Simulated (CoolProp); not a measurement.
Acetone at several states: fugacity coefficient from the reference equation and from simpler models built on Tc = 235.0 °C, pc = 4.692 MPa, ω = 0.307; each cubic takes its own stable root.

The numbers come from the reference Helmholtz-energy equation of state, Lemmon 2006 in CoolProp. It is a short technical equation, of lower accuracy than the large ones.

```json
[
 {"T (°C)": "253.25", "p (MPa)": "2.55", "phase": "gas", "reference": "0.8202"},
 {"T (°C)": "237.85", "p (MPa)": "0.146", "phase": "gas", "reference": "0.9880"},
 {"T (°C)": "164.05", "p (MPa)": "2.33", "phase": "liquid", "reference": "0.5154"}
]
```

Problem. How far does each simpler model (van der Waals, Redlich-Kwong, Soave-Redlich-Kwong, Peng-Robinson) lie from the reference over these 3 states: mean and median of the absolute difference, and the worst?

Solution. 
- van der Waals: mean 19.0 %, median 4.0 %, worst +52.8 % at 164.05 °C and 2.33 MPa
- Redlich-Kwong: mean 9.8 %, median 2.1 %, worst +27.1 % at 164.05 °C and 2.33 MPa
- Soave-Redlich-Kwong: mean 3.3 %, median 2.6 %, worst +7.2 % at 164.05 °C and 2.33 MPa
- Peng-Robinson: mean 1.7 %, median 0.6 %, worst +4.4 % at 164.05 °C and 2.33 MPa

At some of these states van der Waals gives the other phase, because its saturation line lies elsewhere.
